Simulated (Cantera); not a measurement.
Input: 1 mol B, 4.6 mol O₂, equilibrated at 1448.15 K and 1.70 mbar.

Cantera equilibrium calculation (NASA polynomials, part measured and part estimated; ideal gas, pure solids and liquids). Candidate condensed phases: B, B₂O₃; 10 gas species. Kinetics and transport are ignored.

Base state: O₂ 0.995, B₂O₃ 0.00424, BO₂ 0.000510, O 4.73e-5 (mole fractions); condensed: B₂O₃(l).

Task: What changes in the equilibrium state with this change: temperature from 1448.15 K to 1825 K?

Result: 
```tsv
species	before	after
O₂	0.995	0.870
B₂O₃	0.00424	0.102
BO₂	0.000510	0.0248
BO	4.27e-9	2.54e-5
O	4.73e-5	0.00348
B₂O₃(l), mol	0.483	0
```

Task: What changes in the equilibrium state with this change: temperature from 1448.15 K to 1025 K?

Result: 
```json
[
 {"species": "O₂", "before": "0.995", "after": "1.00"},
 {"species": "O", "before": "4.73e-5", "after": "8.00e-9"},
 {"species": "B₂O₃", "before": "0.00424", "after": "6.33e-9"},
 {"species": "BO₂", "before": "0.000510", "after": "5.99e-9"},
 {"species": "B₂O₃(l), mol", "before": "0.483", "after": "0.500"}
]
```
